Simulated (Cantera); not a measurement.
A closed system holds: 1 mol C2H4, 0.17 mol CO2, 0.62 mol H2, held at 2375 K and 0.0480 bar.

Equilibrium computed with Cantera from the NASA thermochemical tables; the gas is ideal and each condensed phase is pure. Equilibrium is a limit: real reactors are often held back by kinetics, nucleation or transport.

```json
[
 {"species": "H2", "before": "0.825", "after": "0.874"},
 {"species": "CO", "before": "0.112", "after": "0.115"},
 {"species": "C2H2 (acetylene)", "before": "0.00512", "after": "0.00543"},
 {"species": "H", "before": "0.0585", "after": "0.00398"},
 {"species": "C2H4", "before": "2.35e-7", "after": "6.05e-5"},
 {"species": "CH4", "before": "6.07e-6", "after": "0.00156"},
 {"species": "H2O", "before": "1.49e-7", "after": "3.72e-5"},
 {"species": "CH3", "before": "7.96e-6", "after": "0.000131"},
 {"species": "C2H", "before": "1.97e-5", "after": "1.34e-6"},
 {"species": "C4H2", "before": "1.31e-5", "after": "1.38e-5"},
 {"species": "C(graphite), mol", "before": "1.80", "after": "1.79"}
]
```
Gas species are given as mole fractions.

Question: Name the change that produced these shifts.
A) temperature from 2375 K to 525 K
B) CO2 from 0.17 to 0.94 mol
C) C2H4 replaced by C2H5OH
D) pressure from 0.0480 bar to 11.0 bar

Answer: D, pressure from 0.0480 bar to 11.0 bar
